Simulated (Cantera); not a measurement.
An adiabatic, constant-volume homogeneous reactor starts with CH₄ : H₂ : O₂ : N₂ = 1 : 0.052 : 4.5 : 16.9 (molar parts), at 1700 K and 1.00 atm. Integrator tolerance rtol = 1e-08.

Computed with Cantera and GRI-Mech 3.0 (53 species, 325 reactions).

Question: What does this change do: constant pressure in place of constant volume?

Answer: 
| quantity | before | after |
|---|---|---|
| time of steepest temperature rise | 0.167 ms | 0.173 ms |
| temperature at 0.400 s | 2622 K | 2485 K |
| equilibrium temperature | 2622 K | 2485 K |
| x(CH₄) at 0.400 s | <1e-12 (gas-phase equilibrium <1e-12) | <1e-12 (gas-phase equilibrium <1e-12) |
| x(H₂) at 0.400 s | 0.00215 (gas-phase equilibrium 0.00215) | 0.00146 (gas-phase equilibrium 0.00146) |
| x(O₂) at 0.400 s | 0.0977 (gas-phase equilibrium 0.0977) | 0.100 (gas-phase equilibrium 0.100) |
| x(CO₂) at 0.400 s | 0.0375 (gas-phase equilibrium 0.0375) | 0.0399 (gas-phase equilibrium 0.0399) |
| x(C₂H₆) at 0.400 s | <1e-12 (gas-phase equilibrium <1e-12) | <1e-12 (gas-phase equilibrium <1e-12) |
| x(O) at 0.400 s | 0.00642 (gas-phase equilibrium 0.00642) | 0.00426 (gas-phase equilibrium 0.00426) |
| x(N₂O) at 0.400 s | 1.26e-6 (gas-phase equilibrium 1.26e-6) | 8.14e-7 (gas-phase equilibrium 8.14e-7) |
